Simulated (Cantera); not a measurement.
# Adiabatic ignition

An adiabatic, constant-pressure homogeneous reactor starts with CH4 : C2H6 : C3H8 : O2 : N2 : H2O = 1 : 0.18 : 1.1 : 8.38 : 31.5 : 3.8 (molar parts), equivalence ratio 0.97, at 1225 K and 310000 Pa.

Computed with Cantera and GRI-Mech 3.0 (53 species, 325 reactions). GRI-Mech 3.0 was tuned for natural gas; its chemistry of propane as a main component is partial and can be far from experiment.

```
t (s)     T (K)   x CH4   x C2H6  x C3H8    x HO2   x C2H     x OH
--------  -----  ------  -------  ------  -------  ------  -------
5.00e-6    1225  0.0218  0.00392  0.0239  1.10e-6  <1e-12  4.29e-9
1.13e-5    1225  0.0218  0.00392  0.0239  2.74e-6  <1e-12  8.50e-9
2.55e-5    1225  0.0218  0.00392  0.0239  6.17e-6  <1e-12  2.40e-8
5.74e-5    1225  0.0218  0.00391  0.0239  1.15e-5  <1e-12  7.88e-8
0.000130   1225  0.0218  0.00391  0.0238  1.38e-5  <1e-12  1.62e-7
0.000292   1225  0.0218  0.00393  0.0234  1.51e-5  <1e-12  1.94e-7
0.000660   1227  0.0219  0.00396  0.0224  2.06e-5  <1e-12  2.78e-7
0.00149    1242  0.0219  0.00390  0.0178  6.78e-5  <1e-12  1.47e-6
0.00336    2621  <1e-12   <1e-12  <1e-12  5.42e-6  <1e-12   0.0119
0.00758    2615  <1e-12   <1e-12  <1e-12  5.03e-6  <1e-12   0.0115
0.0171     2614  <1e-12   <1e-12  <1e-12  4.98e-6  <1e-12   0.0114
0.0386     2614  <1e-12   <1e-12  <1e-12  4.98e-6  <1e-12   0.0114
0.0871     2614  <1e-12   <1e-12  <1e-12  4.98e-6  <1e-12   0.0114
0.196      2614  <1e-12   <1e-12  <1e-12  4.98e-6  <1e-12   0.0114
0.443      2614  <1e-12   <1e-12  <1e-12  4.98e-6  <1e-12   0.0114
1.00       2614  <1e-12   <1e-12  <1e-12  4.98e-6  <1e-12   0.0114
```
x: mole fraction; the columns are a selection and need not sum to one.

| Quantity | Result |
|---|---|
| time of steepest temperature rise | 1.82 ms |
| temperature at 1.00 s | 2614 K |
| equilibrium temperature | 2614 K |
| x(CH4) at 1.00 s | <1e-12 (gas-phase equilibrium <1e-12) |
| x(C2H6) at 1.00 s | <1e-12 (gas-phase equilibrium <1e-12) |
| x(C3H8) at 1.00 s | <1e-12 (gas-phase equilibrium <1e-12) |
